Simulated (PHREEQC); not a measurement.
PHREEQC input (ion-association model, wateq4f.dat):

```
SOLUTION_MASTER_SPECIES
  An  An-  0  An  62.0  # stands for a non-complexing anion
SOLUTION_SPECIES
  An- = An-
    -log_k 0
    -gamma 3.0 0
PHASES
  Fix_H+
    H+ = H+
    -log_k 0
SOLUTION 1
  temp 25
  units mmol/kgw
  pH 7 charge
  Na 1
  An 1
END
SELECTED_OUTPUT 1
  -reset false
  -pH true
  -pe true
  -ionic_strength true
  -water true
  -totals Na
  -molalities Hfo_wOH Hfo_wOH2+ Hfo_wO- Hfo_sOH Hfo_sOH2+ Hfo_sO-
USER_PUNCH 1
  -headings sigma psi
  10 PUNCH EDL("sigma", "Hfo"), EDL("psi", "Hfo")
PRINT
  -reset false
USE solution 1
SURFACE 1
  Hfo_wOH 6.06742e-05 600 0.027
  Hfo_sOH 1.51685e-06
EQUILIBRIUM_PHASES 1
  Fix_H+ -4 HAn 10
    -force_equality true
  O2(g) -0.68 10
END
# ... the last block is repeated for the other 12 points of pH, with NaOH or the acid as the point needs
```

Selected output (columns that matter, 13 of 13 rows; pH added in front):

```
pH	mu	Na	m_Hfo_wOH	m_Hfo_wOH2+	m_Hfo_wO-	m_Hfo_sOH	m_Hfo_sOH2+	m_Hfo_sO-	sigma	psi
4	0.0011135	0.001	3.8258e-05	2.0804e-05	1.6117e-06	9.5645e-07	5.2011e-07	4.0293e-08	0.11718	0.21027
4.67	0.0010278	0.001	4.3495e-05	1.4107e-05	3.0722e-06	1.0874e-06	3.5267e-07	7.6806e-08	0.067369	0.18392
5.33	0.0010079	0.001	4.5605e-05	1.0554e-05	4.5144e-06	1.1401e-06	2.6386e-07	1.1286e-07	0.036876	0.15354
6	0.0010026	0.001	4.6321e-05	8.7107e-06	5.6428e-06	1.158e-06	2.1777e-07	1.4107e-07	0.018731	0.11924
6.67	0.001001	0.001	4.6518e-05	7.8053e-06	6.3511e-06	1.1629e-06	1.9513e-07	1.5878e-07	0.0088782	0.082536
7.33	0.0010004	0.001	4.6565e-05	7.3563e-06	6.7526e-06	1.1641e-06	1.8391e-07	1.6881e-07	0.0036856	0.045042
8	0.001001	0.0010009	4.6575e-05	7.0873e-06	7.0118e-06	1.1644e-06	1.7718e-07	1.7529e-07	0.00046131	0.0063695
8.67	0.0010051	0.0010053	4.6571e-05	6.8468e-06	7.2567e-06	1.1643e-06	1.7117e-07	1.8142e-07	-0.0025022	-0.032381
9.33	0.0010228	0.0010233	4.6541e-05	6.5045e-06	7.6288e-06	1.1635e-06	1.6261e-07	1.9072e-07	-0.0068645	-0.070122
10	0.0011052	0.0011065	4.6401e-05	5.8698e-06	8.403e-06	1.16e-06	1.4675e-07	2.1007e-07	-0.015466	-0.1072
10.67	0.0014919	0.0014949	4.5694e-05	4.6141e-06	1.0366e-05	1.1423e-06	1.1535e-07	2.5916e-07	-0.035119	-0.14104
11.33	0.0032867	0.0032938	4.1845e-05	2.4489e-06	1.638e-05	1.0461e-06	6.1221e-08	4.0951e-07	-0.085056	-0.16607
12	0.012246	0.012263	2.692e-05	4.9922e-07	3.3255e-05	6.73e-07	1.2481e-08	8.3137e-07	-0.19998	-0.17618
```

Species that the database lacks are ignored.
